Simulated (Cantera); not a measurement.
## Hydrogen reduction and annealing atmospheres: Ta₂O₅ + H₂ + H₂O

A closed system holds: 1 mol Ta₂O₅, 920 mol H₂, 2.6 mol H₂O, at 0.133 bar.

Method: chemical equilibrium by Gibbs-energy minimisation in Cantera with the NASA 1993 tables (ideal gas, pure condensed phases). Candidate condensed phases: H₂O, Ta, Ta₂O₅; 12 gas species. Mutual solubility and eutectic melting of coexisting phases are not modelled. Condensed phases not in the tables: N, O or C dissolved in the metal. Kinetics and transport are ignored.

```
T (K)  log p H₂  log p H  log p H₂O  log p TaO₂  n Ta₂O₅(s)  n Ta(s)  n Ta₂O₅(l)
-----  --------  -------  ---------  ----------  ----------  -------  ----------
1423      -0.88    -5.62      -3.43        <-12        1.00        0           0
1523      -0.88    -5.07      -3.43      -11.47        1.00        0           0
1623      -0.88    -4.60      -3.43      -10.06        1.00        0           0
1723      -0.88    -4.18      -3.43       -8.83       1.000        0           0
1823      -0.88    -3.80      -3.43       -7.73       1.000        0           0
1923      -0.88    -3.46      -3.43       -6.75       0.999        0           0
2023      -0.88    -3.16      -3.43       -5.88       0.995        0           0
2123      -0.88    -2.89      -3.42       -5.14           0  0.00808       0.966
2223      -0.88    -2.64      -3.29       -4.56           0    0.332       0.718
```
log p: log10 of the partial pressure in bar; n: condensed amount in mol.

From 1423 K to 2023 K the condensed part is Ta₂O₅(s). From 2123 K to 2223 K the condensed part is Ta(s) + Ta₂O₅(l).
